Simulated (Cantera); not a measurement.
Feed: 1 mol Si₂H₆, 4 mol NO, 36 mol N₂, 4.6 mol O₃, held at 0.100 bar.

Method: chemical equilibrium by Gibbs-energy minimisation in Cantera with the NASA 1993 tables (ideal gas, pure condensed phases). Candidate condensed phases: H₂O, Si, SiO₂, Si₂N₂O, Si₃N₄; 35 gas species. The feed counts by its element totals alone. Kinetics and transport are ignored.

Problem. At 800 K, list the 3 most abundant gas species with their mole fractions, and the condensed phases.

Solution. N₂ 0.819, O₂ 0.116, H₂O 0.0647. Condensed: SiO₂(α-quartz).
